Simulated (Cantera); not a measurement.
Input: 1 mol SiC, 0.76 mol O2, 4.8 mol H2, held at 101000 Pa.

Cantera equilibrium calculation (NASA polynomials, part measured and part estimated; ideal gas, pure solids and liquids). Candidate condensed phases: C, C6H6, C7H8, C8H18, H2O, Si, SiC, SiO2; 123 gas species. Mutual solubility and eutectic melting of coexisting phases are not modelled. The tables hold silica as quartz up to 1696 K and as liquid above; real silica turns to tridymite and cristobalite and melts near 1996 K. Kinetics and transport are ignored. All values below are at 1750 K.

Base state: H2 0.897, CO 0.0966, SiO 0.00607, H 0.000219, CH4 0.000205, H2O 0.000117 (mole fractions); condensed: SiC(s) + SiO2(condensed).

Question: What changes in the equilibrium state with this change: pressure from 101000 Pa to 1000 Pa?

Answer: 
```json
[
 {"species": "H2", "before": "0.897", "after": "0.758"},
 {"species": "CO", "before": "0.0966", "after": "0.120"},
 {"species": "SiO", "before": "0.00607", "after": "0.120"},
 {"species": "CH4", "before": "0.000205", "after": "3.63e-7"},
 {"species": "Si", "before": "1.02e-7", "after": "4.13e-5"},
 {"species": "H2O", "before": "0.000117", "after": "4.84e-6"},
 {"species": "H", "before": "0.000219", "after": "0.00202"},
 {"species": "SiC(s), mol", "before": "0.482", "after": "0.240"},
 {"species": "SiO2(condensed), mol", "before": "0.485", "after": "0"}
]
```
